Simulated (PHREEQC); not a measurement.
PHREEQC input (ion-association model, phreeqc.dat):

```
SOLUTION_MASTER_SPECIES
  Amm  AmmH+  0  AmmH  17.031  # ammonia with no redox link, constants of NH4+
SOLUTION_SPECIES
  AmmH+ = AmmH+
    -log_k 0
    -gamma 2.5 0
    -dw 1.98e-9
  AmmH+ = Amm + H+
    -log_k -9.252
    -delta_h 12.48 kcal
    -analytic 0.6322 -0.001225 -2835.76
    -dw 2.28e-9
  AmmH+ + SO4-2 = AmmHSO4-
    -log_k 1.11
PHASES
  Amm(g)
    Amm = Amm
    -log_k 1.7966
    -analytic -18.758 3.3670e-4 2.5113e3 4.8619 39.192
    -T_c 405.6
    -P_c 111.3
    -Omega 0.25
EXCHANGE_SPECIES
  AmmH+ + X- = AmmHX
    -log_k 0.6
    -gamma 2.5 0
    -delta_h -2.4
SOLUTION 0
  temp 40
  units mmol/kgw
  pH 7 charge
  S(6) 95
  Amm 190
  Cl 0.01
  O(0) 1 O2(g) -0.68
SOLUTION 1-40
  temp 40
  units mmol/kgw
  pH 7 charge
  Cl 89.31
  Na 85
  Li 4.3
  O(0) 1 O2(g) -0.68
END
EXCHANGE 1-40
  X 0.1
  -equilibrate 1
END
SELECTED_OUTPUT 1
  -reset false
  -pH true
  -pe true
  -ionic_strength true
  -water true
  -step true
  -totals Amm Cl Li Na S S(-2) S(6)
  -molalities LiX NaX AmmHX
  -saturation_indices Halite
PRINT
  -reset false
TRANSPORT
  -cells 40
  -shifts 160
  -lengths 0.0025
  -time_step 60
  -dispersivities 0.008
  -boundary_conditions flux flux
  -correct_disp true
  -punch_cells 40
  -punch_frequency 5
END
# ... the last block is repeated for the other 32 points of pore volumes
```

Selected output (columns that matter, 19 of 33 rows; pore volumes added in front):

```
pore volumes	pH	mu	Amm	Cl	Li	Na	S	m_LiX	m_NaX	si_Halite
0	5.0827	0.08931	0	0.08931	0.0043	0.085	0	0.004144	0.095856	-3.9192
0.2625	5.083	0.089339	8.8407e-20	0.089294	0.0043008	0.085017	1.6732e-05	0.004144	0.095856	-3.9192
0.5125	5.1789	0.09874	7.6666e-10	0.084232	0.0045666	0.09046	0.0054026	0.0041423	0.095858	-3.9289
0.6375	5.3047	0.11582	3.3549e-07	0.074955	0.0050385	0.10045	0.015272	0.0041277	0.095871	-3.9525
0.8875	5.5034	0.16266	0.00046855	0.048965	0.0061464	0.12818	0.042921	0.0039271	0.094837	-4.072
1.1375	5.4513	0.19937	0.017981	0.026787	0.0060404	0.13578	0.066514	0.0025684	0.066599	-4.3339
1.3875	5.281	0.21415	0.080728	0.013232	0.0038511	0.090512	0.080934	0.00089306	0.024179	-4.8251
1.5125	5.235	0.2171	0.11048	0.0090801	0.002797	0.066495	0.085351	0.00053688	0.0147	-5.1242
1.7625	5.1872	0.21993	0.15026	0.0041471	0.0013936	0.033684	0.090599	0.00021774	0.0060597	-5.7614
2.0125	5.1664	0.22098	0.17074	0.0018451	0.00067394	0.01652	0.093048	9.6138e-05	0.0027132	-6.4231
2.2625	5.1569	0.22134	0.18077	0.00080983	0.00032204	0.0080023	0.094149	4.4067e-05	0.0012606	-7.0957
2.5125	5.1523	0.22145	0.1856	0.00035471	0.000153	0.0038542	0.094633	2.0534e-05	0.00059551	-7.7716
2.6375	5.151	0.22146	0.18697	0.00023563	0.00010533	0.0026716	0.09476	1.406e-05	0.00041057	-8.1084
2.8875	5.1495	0.22147	0.18856	0.00010627	4.9837e-05	0.0012818	0.094898	6.6111e-06	0.00019575	-8.7732
3.1375	5.1488	0.22146	0.18932	5.0916e-05	2.3548e-05	0.0006142	0.094956	3.1145e-06	9.3524e-05	-9.4122
3.3875	5.1485	0.22145	0.18968	2.7343e-05	1.1117e-05	0.00029408	0.094982	1.4683e-06	4.4717e-05	-10.002
3.5125	5.1484	0.22145	0.18978	2.1283e-05	7.6363e-06	0.00020345	0.094988	1.0082e-06	3.0924e-05	-10.271
3.7625	5.1482	0.22144	0.18989	1.4771e-05	3.6021e-06	9.7348e-05	0.094995	4.7536e-07	1.479e-05	-10.75
4.0125	5.1482	0.22144	0.18995	1.2015e-05	1.6987e-06	4.6566e-05	0.094998	2.2412e-07	7.0732e-06	-11.16
```

Away from 25 °C the constants follow the database's enthalpies or fits; those with neither stay at their 25 °C values.
